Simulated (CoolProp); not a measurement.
Properties of methanol at several states (Tc = 513.4 K, pc = 8.216 MPa, ω = 0.565).

Model: reference Helmholtz-energy equation of state, de Reuck 1993, in CoolProp.

```csv
T (K),p (MPa),phase,cv (kJ/(kg K)),viscosity (µPa s),fugacity coefficient
380.2,0.152,gas,1.482,12.2,0.9752
247.5,1.09,liquid,1.874,1310,0.0006229
289.9,4.49,liquid,2.061,631,0.002586
```

Viscosity comes from a separate model (Xiang 2006).
